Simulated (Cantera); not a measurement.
An isothermal, constant-pressure homogeneous reactor starts with 1.54 % C2H6, 98.5 % N2, at 1750 K and 0.987 atm.

Cantera simulation using GRI-Mech 3.0 (53 species, 325 reactions); the numbers are that mechanism's predictions, not measurements. GRI-Mech 3.0 stops at C3 and has no aromatics, soot or wall deposition, so with more carbon than oxygen in the feed, carbon stays in small species such as C2H2 where larger ones or solid carbon would form.

Q: Predict: x(C2H) at 10.0 s; x(H) at 10.0 s; x(C2H2) at 10.0 s; x(CH2) at 10.0 s; x(CH4) at 10.0 s; x(C2H4) at 10.0 s.

A: 
| Property | Value |
|---|---|
| x(C2H) at 10.0 s | 1.42e-7 (gas-phase equilibrium 1.90e-8) |
| x(H) at 10.0 s | 4.04e-5 (gas-phase equilibrium 4.04e-5) |
| x(C2H2) at 10.0 s | 0.0149 (gas-phase equilibrium 0.00199) |
| x(CH2) at 10.0 s | 2.10e-9 (gas-phase equilibrium 7.80e-10) |
| x(CH4) at 10.0 s | 5.21e-5 (gas-phase equilibrium 1.94e-5) |
| x(C2H4) at 10.0 s | 1.47e-5 (gas-phase equilibrium 1.97e-6) |
